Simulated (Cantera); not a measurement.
Cantera run, input and output.

```python
import numpy as np
import cantera as ct

gas = ct.Solution("gri30.yaml")


def delay(T, t_max=10):
    gas.TPX = T, 3600000, {'CO': 1, 'H2': 0.51, 'O2': 1.35, 'N2': 5.07, 'CO2': 1.4}
    reactor = ct.IdealGasReactor(gas, clone=False)
    net = ct.ReactorNet([reactor])
    net.rtol, net.atol = 1e-8, 1e-16
    while net.time < t_max:
        t_old, T_old = net.time, reactor.T
        net.step()
        if reactor.T > T + 400:  # ignition: a rise of 400 K
            return t_old + (T + 400 - T_old) / (reactor.T - T_old) * (net.time - t_old)
    return np.nan


taus = []
for T in [1173, 1273, 1373, 1473, 1573, 1673]:
    taus.append(delay(T))
    print(f"T0 = {T:6g} K   tau = {taus[-1]:.4e} s")
```

Output:

```
T0 =   1173 K   tau = 1.8534e-04 s
T0 =   1273 K   tau = 3.9020e-05 s
T0 =   1373 K   tau = 9.1524e-06 s
T0 =   1473 K   tau = 2.5860e-06 s
T0 =   1573 K   tau = 1.1595e-06 s
T0 =   1673 K   tau = 7.3344e-07 s
```

Cantera simulation using GRI-Mech 3.0 (53 species, 325 reactions); the numbers are that mechanism's predictions, not measurements. The hydrogen kinetics of GRI-Mech 3.0 are dated; newer H2 mechanisms differ, most at raised pressure. The pressure lies above the range GRI-Mech 3.0 was tuned for (to about 10 atm).
